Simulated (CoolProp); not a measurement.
Isohexane along the isobar 2890 kPa: density (kg/m³) from the reference equation and from simpler models built on Tc = 497.7 K, pc = 3043 kPa, ω = 0.280; each cubic takes its own stable root.

Values from CoolProp's reference Helmholtz-energy equation of state, Lemmon 2006. It is a short technical equation, of lower accuracy than the large ones.

| T (K) | phase | reference | van der Waals | Redlich-Kwong |
|---|---|---|---|---|
| 226.1 | liquid | 714.0 | 430.3 | 636.4 |
| 245.2 | liquid | 697.8 | 422.4 | 623.2 |
| 264.3 | liquid | 681.5 | 414.2 | 609.0 |
| 283.3 | liquid | 665.0 | 405.6 | 594.1 |
| 302.4 | liquid | 648.0 | 396.6 | 578.0 |
| 321.5 | liquid | 630.6 | 387.1 | 560.9 |
| 340.6 | liquid | 612.5 | 377.0 | 542.6 |
| 359.7 | liquid | 593.5 | 366.1 | 522.8 |
| 378.8 | liquid | 573.4 | 354.4 | 501.3 |
| 397.8 | liquid | 551.9 | 341.6 | 478.0 |
| 416.9 | liquid | 528.2 | 327.1 | 451.9 |
| 436 | liquid | 501.3 | 310.5 | 422.1 |
